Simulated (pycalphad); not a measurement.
All values are pycalphad results on the COST 507 light-alloy database (1999) (1 atm), not direct measurements. The data set is of 1999 and partly superseded. Amounts are mole fractions of atoms. Kinetics are ignored, which matters at the lower temperatures.

Question: Give the equilibrium state of Si-1.995V (wt.%) at 377 °C.

Answer: DIAMOND_A4, fraction 0.967, with no V wt.%; SI2V, fraction 0.033, with 47.6 V wt.%.

Database names, with the compositions (at.%) that they take in these runs: SI2V: Si 67 V 33. DIAMOND_A4 is diamond (Si). An entry "none" or "no" means that the model of the phase leaves that element out.
